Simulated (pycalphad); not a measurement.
An equivalent pycalphad script:

```python
from pycalphad import Database, equilibrium, calculate, variables as v
import numpy as np
db = Database('COST507.tdb')
comps = ['AL', 'MN', 'SI', 'VA']
phases = ['AL11MN4', 'AL12MN', 'AL4MN', 'AL6MN', 'AL8MN5_D810', 'ALMNSI_ALPHA', 'ALMNSI_BETA', 'ALMNSI_DELTA', 'BCC_A2', 'CBCC_A12', 'CUB_A13', 'DIAMOND_A4', 'FCC_A1', 'HCP_A3', 'LIQUID', 'MN11SI19', 'MN3SI', 'MN5SI3', 'MN6SI', 'MN9SI2', 'MNSI']
eq = equilibrium(db, comps, phases, {v.X('MN'): 0.0886, v.X('SI'): 0.009, v.T: np.arange(1850, 499, -25), v.P: 101325, v.N: 1}, output=['HM', 'SM'])
```

Computed with pycalphad from the COST 507 light-alloy database (1999), at 1 atm. The database dates from 1999; later assessments differ in places, in temperatures and in the compounds included. Phase fractions are per mole of atoms. Kinetics are ignored, which matters at the lower temperatures.

Results at three of the temperatures:

```
T = 1200.00 K, P = 101325 Pa, N = 1 mol of atoms
G = -64431 J/mol, H = 32469 J/mol, S = 80.75 J/(mol K)  (SER reference)
chemical potentials (J/mol): Al -59311, Mn -113666, Si -93143
phase             fraction      x(Al)      x(Mn)      x(Si)
LIQUID              1.0000     0.9024     0.0886     0.0090
```

```
T = 1050.00 K, P = 101325 Pa, N = 1 mol of atoms
G = -52933 J/mol, H = 21802 J/mol, S = 71.18 J/(mol K)  (SER reference)
chemical potentials (J/mol): Al -46887, Mn -112164, Si -76008
phase             fraction      x(Al)      x(Mn)      x(Si)
LIQUID              0.7259     0.9534     0.0416     0.0050
AL4MN               0.1582     0.8000     0.2000       none
ALMNSI_BETA         0.1160     0.7229     0.2308     0.0463
```

```
T = 775.00 K, P = 101325 Pa, N = 1 mol of atoms
G = -36690 J/mol, H = 1784 J/mol, S = 49.64 J/(mol K)  (SER reference)
chemical potentials (J/mol): Al -28819, Mn -115612, Si -48912
phase             fraction      x(Al)      x(Mn)      x(Si)
AL12MN              0.8080     0.9231     0.0769       none
ALMNSI_ALPHA        0.1518     0.7668     0.1739     0.0593
FCC_A1              0.0402     0.9987     0.0012   9.53e-05
```

Changes of the phase set, refined by bisection:

```json
[
 {"T (K)": "1142.7", "phases above": "LIQUID", "phases below": "AL4MN + LIQUID"},
 {"T (K)": "1141.3", "phases above": "AL4MN + LIQUID", "phases below": "AL4MN + ALMNSI_BETA + LIQUID"},
 {"T (K)": "977 ± 1", "phases above": "AL4MN + ALMNSI_BETA + LIQUID", "phases below": "AL6MN + ALMNSI_BETA + LIQUID"},
 {"T (K)": "939 ± 2", "phases above": "AL6MN + ALMNSI_BETA + LIQUID", "phases below": "AL6MN + ALMNSI_ALPHA + LIQUID"},
 {"T (K)": "927.1", "phases above": "AL6MN + ALMNSI_ALPHA + LIQUID", "phases below": "AL6MN + ALMNSI_ALPHA + FCC_A1"},
 {"T (K)": "814.3", "phases above": "AL6MN + ALMNSI_ALPHA + FCC_A1", "phases below": "AL12MN + ALMNSI_ALPHA + FCC_A1"}
]
```

Database names, with the compositions (at.%) that they take in these runs: AL4MN: Al 80 Mn 20; ALMNSI_BETA: Al 72 Mn 23 Si 4; AL6MN: Al 86 Mn 14; ALMNSI_ALPHA: Al 75-78 Mn 17 Si 4-8; AL12MN: Al 92 Mn 8. FCC_A1 is fcc. An entry "none" or "no" means that the model of the phase leaves that element out.
